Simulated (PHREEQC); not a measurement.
1 kg of water holding 0.58 mol K2CO3, 0.098 mol KHCO3 and 0.0044 mol K2SO4 is evaporated at 25 °C; the solids stay in contact with the brine. CO2 from the air is kept out. Only these solids could form: Arcanite, Kalicinite, Misenite.

The series has 12 steps of water left (kg), from 1 to 0.1156.

The numbers come from PHREEQC with the Pitzer model, pitzer.dat.

Q: Which solids form, in which order, and at which step of the series does each first stand?

A: Arcanite from water left = 0.1407 kg (pH 11.04).

Complexes and solids missing from the database can't appear.
